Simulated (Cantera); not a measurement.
Charge: 1 mol c-C₄F₈, 1.9 mol HCl, at 1000 Pa.

Method: chemical equilibrium by Gibbs-energy minimisation in Cantera with the NASA 1993 tables (ideal gas, pure condensed phases). Candidate condensed phases: C, C₆H₆, C₇H₈, C₈H₁₈; 118 gas species. The feed counts by its element totals alone. Condensed phases not in the tables: fluorocarbon polymer. Gases not in the tables: C₂F₆ and larger saturated fluorocarbons. Rates play no part.

Problem. What share of the C ends up in condensed phases as a function of T (°C), at 500, 700, 900, 1100, 1300, 1500, 1700, 1900, 2100, 2300, 2500, 2700?

Solution. 
```
T (°C)  C condensed (%)           as
------  ---------------  -----------
500                52.0  C(graphite)
700                55.1  C(graphite)
900                57.7  C(graphite)
1100               59.5  C(graphite)
1300               60.7  C(graphite)
1500               61.1  C(graphite)
1700               59.3  C(graphite)
1900               53.3  C(graphite)
2100               53.5  C(graphite)
2300               68.5  C(graphite)
2500               77.5  C(graphite)
2700               60.7  C(graphite)
```
